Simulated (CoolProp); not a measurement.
Aqueous calcium chloride as a coolant, at 36 °C, 1 atm.

The numbers come from the Melinder's fits for secondary coolants in CoolProp.

```csv
mass %,freezing point (°C),Prandtl number,density (kg/m³),conductivity (W/(m K)),viscosity (mPa s)
1.6,-0.7,4.89,…,0.623,…
5.7,…,…,1041,0.618,0.829
9.8,-5.7,5.51,1079,0.613,0.924
13.9,-9.8,…,…,0.607,1.06
18,-15.1,6.74,1155,…,1.25
22.1,-22.2,7.95,1192,0.595,1.54
26.2,-32.6,9.76,1232,0.588,1.96
```

**Question.** Fill in the missing entries.

**Answer.** 
- 1.6, density (kg/m³): 1006
- 1.6, viscosity (mPa s): 0.745
- 5.7, freezing point (°C): -2.8
- 5.7, Prandtl number: 5.20
- 13.9, Prandtl number: 5.98
- 13.9, density (kg/m³): 1117
- 18, conductivity (W/(m K)): 0.601
